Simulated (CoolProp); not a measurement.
Vapour-liquid equilibrium of propane (1) + isobutane (2) at -61.55 °C; x and y are mole fractions of (1).

Computed with CoolProp (multi-fluid Helmholtz-energy mixture model, Lemmon 2009 and Bücker 2006; pair parameters Kunz 2012).

```csv
x,bubble pressure (bar),y at the bubble point,dew pressure at overall composition x (bar),liquid density (mol/L)
0.05,0.09998,0.200,0.08752,11.22
0.125,0.1232,0.400,0.09333,11.39
0.2,0.1458,0.535,0.09996,11.55
0.275,0.1682,0.633,0.1076,11.72
0.35,0.1904,0.708,0.1164,11.90
0.425,0.2128,0.768,0.1268,12.08
0.5,0.2355,0.817,0.1392,12.27
0.575,0.2584,0.858,0.1543,12.46
0.65,0.2816,0.893,0.1728,12.66
0.725,0.3052,0.923,0.1963,12.87
0.8,0.3291,0.948,0.2270,13.08
0.875,0.3531,0.970,0.2690,13.29
0.95,0.3771,0.989,0.3308,13.52
```

No azeotrope shows between x = 0.05 and 0.95.

Pair parameters are fitted to limited data, so mixtures are less certain than the pure fluids. The gap from Raoult's law changes sign with composition, which may be real or a fault of the pair parameters; it wasn't checked against measurements.
